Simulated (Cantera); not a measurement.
# Catalytic stagnation flow on Pt

A jet of 1.90 % CH4, 14.8 % O2, 83.3 % N2, equivalence ratio 0.26 at 300 K and 0.210 bar hits a platinum plate 3.5 cm away at a mass flux of 0.18 kg/m²/s; the plate temperature is set and raised in steps from an oxygen-covered start.

Detailed kinetics in Cantera: Deutschmann's 1995 Pt surface mechanism with GRI-Mech 3.0 gas chemistry. Catalytic surfaces can have several steady states; this one follows from the mechanism file's or the stated starting coverage.

| plate T (K) | wall x CH4 | wall x O2 | wall x H2O | wall x OH | wall x CO | wall x CO2 | θ free Pt | θ O* | θ OH* |
|---|---|---|---|---|---|---|---|---|---|
| 850 | 0.0169 | 0.143 | 0.00383 | <1e-8 | 3.87e-6 | 0.00250 | 0.0997 | 0.900 | 0.000711 |
| 900 | 0.0146 | 0.138 | 0.00819 | 1.43e-8 | 4.77e-6 | 0.00537 | 0.150 | 0.849 | 0.000987 |
| 950 | 0.0117 | 0.132 | 0.0135 | 4.99e-8 | 5.28e-6 | 0.00886 | 0.208 | 0.790 | 0.00117 |
| 1000 | 0.00906 | 0.127 | 0.0184 | 1.41e-7 | 5.47e-6 | 0.0121 | 0.271 | 0.728 | 0.00125 |
| 1050 | 0.00693 | 0.122 | 0.0223 | 3.53e-7 | 5.51e-6 | 0.0147 | 0.335 | 0.664 | 0.00123 |
| 1100 | 0.00537 | 0.119 | 0.0251 | 7.91e-7 | 5.54e-6 | 0.0166 | 0.399 | 0.600 | 0.00117 |
| 1150 | 0.00426 | 0.116 | 0.0271 | 1.62e-6 | 5.66e-6 | 0.0179 | 0.461 | 0.538 | 0.00107 |
| 1200 | 0.00346 | 0.115 | 0.0285 | 3.07e-6 | 5.89e-6 | 0.0188 | 0.521 | 0.478 | 0.000966 |
x: mole fraction at the wall; θ: surface coverage.
